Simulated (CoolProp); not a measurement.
Vapour-liquid equilibrium of ethane (1) + CHF3 (R23) (2) at 225.3 K; x and y are mole fractions of (1).

Computed with CoolProp (multi-fluid Helmholtz-energy mixture model, Bücker 2006 and Penoncello 2003; pair parameters Bell 2016).

Q: Give the bubble pressure and the first vapour's composition at x = 0.2, 0.65, 0.8. Is there an azeotrope?

A: x = 0.2: 8.398 bar, y = 0.428; x = 0.65: 8.918 bar, y = 0.556; x = 0.8: 8.469 bar, y = 0.630. y crosses x between x = 0.5 and 0.65: the model has an azeotrope there.

The pair parameters rest on a limited set of measurements; away from them the model extrapolates. With so large a gap from Raoult's law the liquid may split in two, which this calculation doesn't test in full.
